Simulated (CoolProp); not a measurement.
Water at 339.96 K and 0.0069 MPa flows at 16 m/s in a round tube of 12.7 mm bore and 1.5 µm roughness, fully developed (64/Re and Nu = 3.66 if laminar; Colebrook and Gnielinski if turbulent). Each further row changes one setting.

Values from CoolProp's reference Helmholtz-energy equation of state, Wagner 2002.

```json
[
 {"case": "as stated", "Reynolds number": "805", "Darcy friction factor": "0.0795", "pressure drop (Pa/m)": "35.3", "heat-transfer coefficient (W/(m² K))": "6.20", "mass flow (kg/h)": "(withheld)"},
 {"case": "velocity 32 m/s", "Reynolds number": "1610", "Darcy friction factor": "0.0397", "pressure drop (Pa/m)": "(withheld)", "heat-transfer coefficient (W/(m² K))": "6.20", "mass flow (kg/h)": "(withheld)"},
 {"case": "diameter 25.4 mm", "Reynolds number": "1610", "Darcy friction factor": "0.0397", "pressure drop (Pa/m)": "8.82", "heat-transfer coefficient (W/(m² K))": "(withheld)", "mass flow (kg/h)": "(withheld)"}
]
```

Question: Complete the blanks.

Answer: 
- as stated, mass flow (kg/h): 0.321
- velocity 32 m/s, pressure drop (Pa/m): 70.6
- velocity 32 m/s, mass flow (kg/h): 0.643
- diameter 25.4 mm, heat-transfer coefficient (W/(m² K)): 3.10
- diameter 25.4 mm, mass flow (kg/h): 1.29

Viscosity comes from a separate model (Huber 2009). Thermal conductivity comes from a separate model (Huber 2012).
